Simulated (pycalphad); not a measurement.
All values are pycalphad results on the COST 507 light-alloy database (1999) (1 atm), not direct measurements. The database dates from 1999; later assessments differ in places, in temperatures and in the compounds included. Kinetics are ignored, which matters at the lower temperatures.

## Ti-0.8559Si (wt.%): equilibrium cooling sequence

```tsv
T (K)	phases above	phases below
1914.9	liquid	bcc + liquid
1767.1	bcc + liquid	bcc
1186.6	bcc	bcc + SITI3
1139.4	bcc + SITI3	hcp + SITI3
```

Changes were sought between steps of 100 K, so a narrower field can be missed.

Database names, with the compositions (at.%) that they take in these runs: SITI3: Ti 75 Si 25.
